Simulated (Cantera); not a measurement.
Feed: 1 mol FeS, 0.28 mol SO2, 11 mol N2, at 1323.15 K and 13000 Pa.

Cantera equilibrium calculation (NASA polynomials, part measured and part estimated; ideal gas, pure solids and liquids). Candidate condensed phases: Fe, FeO, FeS, FeSO4, FeS2, Fe2O3, Fe2(SO4)3, Fe3O4, S; 19 gas species. Metal and sulfide melt together well below either melting point, which pure phases cannot show. Mutual solubility and eutectic melting of coexisting phases are not modelled. The tables' stoichiometric FeO is somewhat more stable than real wüstite, so its field is too wide. FeO, FeS: taken at fixed stoichiometry. Kinetics and transport are ignored.

Q: What is the equilibrium state?

A: 
```json
{
  "x(N2)": "0.973",
  "x(SO2)": "0.0195",
  "x(S2)": "0.00756",
  "x(SO)": "0.000161",
  "x(S2O)": "0.000112",
  "n(FeO(s))": "0.116 mol",
  "n(FeS(s))": "0.884 mol",
  "gas_amount": "11.31 mol",
  "log10 activity of Fe(γ) (absent)": "-1.58",
  "log10 activity of S(l) (absent)": "-2.50"
}
```
